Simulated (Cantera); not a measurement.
## Dilute partial oxidation

A perfectly stirred reactor is fed with 0.606 % CH₂O, 0.0407 % O₂, 99.4 % N₂, at 1500 Torr; it is held at 1575 K, and followed from long to short residence time.

Model: GRI-Mech 3.0 (53 species, 325 reactions), integrated in Cantera.

```json
[
 {"τ (s)": "0.88", "x CH₂O": "3.47e-7", "x O₂": "7.81e-7", "x H₂": "0.00541", "x CO₂": "0.000214", "x CH₃": "1.64e-9", "x C₂H₂": "4.17e-11", "x CH₂CO": "1.71e-11"},
 {"τ (s)": "0.49", "x CH₂O": "4.80e-7", "x O₂": "1.08e-6", "x H₂": "0.00540", "x CO₂": "0.000212", "x CH₃": "2.42e-9", "x C₂H₂": "5.59e-11", "x CH₂CO": "2.50e-11"},
 {"τ (s)": "0.28", "x CH₂O": "6.61e-7", "x O₂": "1.48e-6", "x H₂": "0.00539", "x CO₂": "0.000210", "x CH₃": "3.45e-9", "x C₂H₂": "7.24e-11", "x CH₂CO": "3.51e-11"},
 {"τ (s)": "0.15", "x CH₂O": "9.57e-7", "x O₂": "2.15e-6", "x H₂": "0.00538", "x CO₂": "0.000206", "x CH₃": "4.99e-9", "x C₂H₂": "9.52e-11", "x CH₂CO": "5.01e-11"},
 {"τ (s)": "0.087", "x CH₂O": "1.34e-6", "x O₂": "3.00e-6", "x H₂": "0.00536", "x CO₂": "0.000202", "x CH₃": "6.73e-9", "x C₂H₂": "1.20e-10", "x CH₂CO": "6.69e-11"},
 {"τ (s)": "0.049", "x CH₂O": "1.96e-6", "x O₂": "4.36e-6", "x H₂": "0.00535", "x CO₂": "0.000195", "x CH₃": "8.98e-9", "x C₂H₂": "1.49e-10", "x CH₂CO": "8.91e-11"},
 {"τ (s)": "0.027", "x CH₂O": "2.97e-6", "x O₂": "6.59e-6", "x H₂": "0.00533", "x CO₂": "0.000186", "x CH₃": "1.18e-8", "x C₂H₂": "1.80e-10", "x CH₂CO": "1.18e-10"},
 {"τ (s)": "0.015", "x CH₂O": "4.65e-6", "x O₂": "1.02e-5", "x H₂": "0.00530", "x CO₂": "0.000172", "x CH₃": "1.53e-8", "x C₂H₂": "2.01e-10", "x CH₂CO": "1.58e-10"},
 {"τ (s)": "0.0085", "x CH₂O": "7.42e-6", "x O₂": "1.60e-5", "x H₂": "0.00529", "x CO₂": "0.000154", "x CH₃": "1.95e-8", "x C₂H₂": "2.04e-10", "x CH₂CO": "2.16e-10"},
 {"τ (s)": "0.0048", "x CH₂O": "1.24e-5", "x O₂": "2.61e-5", "x H₂": "0.00527", "x CO₂": "0.000131", "x CH₃": "2.48e-8", "x C₂H₂": "1.89e-10", "x CH₂CO": "3.15e-10"},
 {"τ (s)": "0.0027", "x CH₂O": "2.19e-5", "x O₂": "4.39e-5", "x H₂": "0.00527", "x CO₂": "0.000106", "x CH₃": "3.15e-8", "x C₂H₂": "1.58e-10", "x CH₂CO": "5.02e-10"}
]
```
x: mole fraction; the columns are a selection and need not sum to one.
